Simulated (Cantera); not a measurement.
Charge: 1 mol CH2F2, 0.012 mol CH4, 0.57 mol H2, held at 3225 °C and 100 Torr.

Method: chemical equilibrium by Gibbs-energy minimisation in Cantera with the NASA 1993 tables (ideal gas, pure condensed phases). Candidate condensed phases: C, C6H6, C7H8, C8H18; 95 gas species. The numbers say what is thermodynamically allowed, not how fast it happens.

Base state: HF 0.486, H 0.306, C3 0.0649, F 0.0555, H2 0.0360, C 0.0147, C2 0.0108, CF 0.0103 (mole fractions); condensed: gas only.

Question: What changes in the equilibrium state with this change: H2 from 0.57 to 1.2 mol?

Answer: 
```
species    before    after
-------  --------  -------
H           0.306    0.414
HF          0.486    0.393
H2         0.0360   0.0662
CF         0.0103  0.00555
F          0.0555   0.0331
C3         0.0649   0.0477
C2         0.0108  0.00884
C          0.0147   0.0133
C2H       0.00921   0.0102
CF2      0.000200  6.43e-5
C5        0.00194  0.00116
CH2       1.45e-5  2.40e-5
```
